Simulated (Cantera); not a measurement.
Input: 1 mol CaO, 1.4 mol HF, 0.44 mol H2, held at 798 K and 0.133 bar.

Cantera equilibrium calculation (NASA polynomials, part measured and part estimated; ideal gas, pure solids and liquids). Candidate condensed phases: Ca, CaF2, CaO, Ca(OH)2, H2O; 29 gas species. The numbers say what is thermodynamically allowed, not how fast it happens.

Problem. What is the equilibrium state?

Solution. 
| Quantity | Value |
|---|---|
| x(H2O) | 0.614 |
| x(H2) | 0.386 |
| x(HF) | 1.73e-6 |
| n(CaF2(s)) | 0.700 mol |
| n(CaO(s)) | 0.300 mol |
| gas amount | 1.140 mol |
| log10 activity of Ca(OH)2(s) (absent) | -1.12 |
| log10 activity of Ca(s) (absent) | -22.93 |
